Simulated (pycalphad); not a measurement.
All values are pycalphad results on the COST 507 light-alloy database (1999) (1 atm), not direct measurements. No gas phase is included, though pure Mg would boil below 1650 K. The database dates from 1999; later assessments differ in places, in temperatures and in the compounds included. Not assessed as a whole: an extrapolation from subsystems, which can miss ternary compounds. Diffusion is slow at the low end, where real alloys seldom reach equilibrium.

Molar enthalpy of Al-0.1256Mg-1.451Si-0.7625Fe (wt.%) in equilibrium (SER reference):

```tsv
T (K)	H (kJ/mol)	phases
1650	51.56	liquid
1550	48.39	liquid
1450	45.22	liquid
1350	42.05	liquid
1250	38.88	liquid
1150	35.71	liquid
1050	32.54	liquid
1000	30.95	liquid
950	29.37	liquid
850	15.41	fcc + ALFESI_BETA
800	13.81	fcc + ALFESI_BETA + diamond (Si)
750	12.12	fcc + ALFESI_BETA + diamond (Si)
650	8.99	fcc + ALFESI_BETA + diamond (Si) + MG2SI
550	6.08	fcc + ALFESI_BETA + diamond (Si) + MG2SI
450	3.36	fcc + ALFESI_BETA + diamond (Si) + MG2SI
350	0.78	fcc + ALFESI_BETA + diamond (Si) + MG2SI
```

Cooling from 950 K to 850 K, across the freezing range, releases 14.0 kJ/mol, or 515 J/g. The slope is 32 J/(mol K) in the liquid and 32 J/(mol K) just below the solidus, where it includes any heat of precipitation. Liquidus 922 K, solidus 866 K. Changes were sought between steps of 50 K, so a narrower field can be missed.

Database names, with the compositions (at.%) that they take in these runs: ALFESI_BETA: Al 70 Si 15 Fe 15; MG2SI: Mg 67 Si 33.
